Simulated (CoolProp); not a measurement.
Properties of carbonyl sulfide along the isobar 9 MPa (Tc = 105.6 °C, pc = 6.369 MPa, ω = 0.098).

Computed with CoolProp (reference Helmholtz-energy equation of state, Lemmon 2006). It is a short technical equation, of lower accuracy than the large ones.

```csv
T (°C),phase,cp (kJ/(kg K)),isothermal compressibility (1/MPa),fugacity coefficient
43.25,liquid,(withheld),0.004458,0.2120
62.95,liquid,1.452,0.006838,0.2952
82.75,liquid,1.620,0.01199,(withheld)
102.45,liquid,2.002,0.02794,0.4903
122.15,supercritical,3.889,0.1702,0.5874
141.85,supercritical,2.589,0.2601,0.6600
161.55,supercritical,(withheld),0.1909,(withheld)
181.25,supercritical,1.335,0.1637,0.7510
201.05,supercritical,1.195,0.1492,0.7842
```

Question: Complete the blanks.

Answer: 
- 43.25, cp (kJ/(kg K)): 1.353
- 82.75, fugacity coefficient: 0.3900
- 161.55, cp (kJ/(kg K)): 1.633
- 161.55, fugacity coefficient: 0.7108

The peak of cp marks the crossing from liquid-like to gas-like fluid above the critical point.
